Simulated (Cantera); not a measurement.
A closed system holds: 1 mol HgO, 0.55 mol H₂, equilibrated at 723.15 K.

These are equilibrium values from Cantera (NASA tables, ideal gas, pure condensed phases), not measurements of a reactor. Candidate condensed phases: H₂O, Hg, HgO; 10 gas species. Kinetics and transport are ignored.

### Question
At 72.0 mbar, list the 3 most abundant gas species with their mole fractions, and the condensed phases.

### Answer
Hg 0.563, H₂O 0.310, O₂ 0.127. Condensed: gas only.
